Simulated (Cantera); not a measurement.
Charge: 1 mol BF₃, 0.13 mol H₂O, 9.2 mol H₂, equilibrated at 1448.15 K and 0.310 bar.

Cantera equilibrium calculation (NASA polynomials, part measured and part estimated; ideal gas, pure solids and liquids). Candidate condensed phases: B, B₂O₃, B₃O₃H₃, H₂O; 43 gas species. The tables' values for BF₂ are old estimates; treat these amounts as uncertain. Gases not in the tables: H₃BO₃. The numbers say what is thermodynamically allowed, not how fast it happens.

Base state: H₂ 0.879, BF₃ 0.0821, HF 0.0255, BOF 0.0112, BHF₂ 0.00152, H₂O 0.000489, B₃O₃F₃ 0.000175, BF₂ 0.000133 (mole fractions); condensed: gas only.

### Question
What changes in the equilibrium state with this change: temperature from 1448.15 K to 773.15 K?

### Answer
| species | before | after |
|---|---|---|
| H₂ | 0.879 | 0.889 |
| BF₃ | 0.0821 | 0.0911 |
| HF | 0.0255 | 0.0110 |
| BOF | 0.0112 | 4.03e-8 |
| BF₂ | 0.000133 | <1e-9 |
| HBO | 5.03e-5 | <1e-9 |
